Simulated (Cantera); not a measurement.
A perfectly stirred reactor is fed with CH₄ : CO : O₂ : N₂ = 1 : 0.14 : 4.31 : 16.2 (molar parts), equivalence ratio 0.48, at 15000 Torr; it is adiabatic with a 600 K inlet, and is followed from long to short residence time, starting on the burning branch (τ in s: 0.3, 0.14, 0.067, 0.032, 0.015, 0.0071, 0.0033, 0.0016, 0.00074, 0.00035, 0.00017, 7.8e-05, 3.7e-05).

Model: GRI-Mech 3.0 (53 species, 325 reactions), integrated in Cantera. The pressure lies above the range GRI-Mech 3.0 was tuned for (to about 10 atm).

Problem. Predict: blow-out, bracketed by the residence times tried; x(CH₄) at τ = 0.300 s; x(CO) at τ = 0.300 s; x(O₂) at τ = 0.300 s; x(H) at τ = 0.300 s; x(CH₄) at τ = 3.30 ms; x(CO) at τ = 3.30 ms; x(O₂) at τ = 3.30 ms; x(CH₂CO) at τ = 3.30 ms; x(H) at τ = 3.30 ms.

Solution. 
```json
{
 "blow_out_bracketed_by_the_residence_times_tried": "burning at 0.740 ms, out at 0.350 ms",
 "x(CH₄) at τ = 0.300 s": "1.65e-6",
 "x(CO) at τ = 0.300 s": "2.16e-5",
 "x(O₂) at τ = 0.300 s": "0.104",
 "x(H) at τ = 0.300 s": "5.31e-8",
 "x(CH₄) at τ = 3.30 ms": "8.74e-5",
 "x(CO) at τ = 3.30 ms": "0.00111",
 "x(O₂) at τ = 3.30 ms": "0.104",
 "x(CH₂CO) at τ = 3.30 ms": "3.68e-7",
 "x(H) at τ = 3.30 ms": "1.33e-6"
}
```
